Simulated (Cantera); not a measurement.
**Hydrogen reduction and annealing atmospheres: FeS + H2 + N2**

Feed: 1 mol FeS, 17 mol H2, 0.47 mol N2, held at 10.5 Torr.

Cantera equilibrium calculation (NASA polynomials, part measured and part estimated; ideal gas, pure solids and liquids). Candidate condensed phases: Fe, FeS, FeS2, S; 16 gas species. Metal and sulfide melt together well below either melting point, which pure phases cannot show. Mutual solubility and eutectic melting of coexisting phases are not modelled. FeS: taken at fixed stoichiometry. Gases not in the tables: S3 to S7. Kinetics and transport are ignored.

From 700 K to 1100 K the condensed part is Fe(α) + FeS(s). From 1200 K to 1400 K the condensed part is Fe(γ) + FeS(s).

```csv
T (K),x H2,x N2,x H2S,x S2,x SH,x H,x NH3,x S,n Fe(α),n FeS(s),n Fe(γ)
700,0.973,0.0269,3.60e-5,<1e-12,<1e-12,<1e-12,2.06e-5,<1e-12,0.000628,0.999,0
800,0.973,0.0269,0.000150,<1e-12,5.55e-11,2.41e-11,6.59e-6,<1e-12,0.00261,0.997,0
900,0.973,0.0269,0.000447,7.43e-11,2.57e-9,9.74e-10,2.67e-6,<1e-12,0.00781,0.992,0
1000,0.972,0.0269,0.00107,4.69e-9,5.53e-8,1.89e-8,1.28e-6,4.00e-12,0.0187,0.981,0
1100,0.971,0.0269,0.00222,1.45e-7,6.94e-7,2.15e-7,6.98e-7,2.36e-10,0.0387,0.961,0
1200,0.969,0.0269,0.00410,2.57e-6,5.76e-6,1.64e-6,4.19e-7,7.14e-9,0,0.928,0.0717
1300,0.966,0.0269,0.00686,2.92e-5,3.44e-5,9.19e-6,2.71e-7,1.28e-7,0,0.879,0.121
1400,0.962,0.0269,0.0106,0.000231,0.000158,4.03e-5,1.85e-7,1.51e-6,0,0.805,0.195
```
x: gas mole fraction; n: condensed amount in mol.
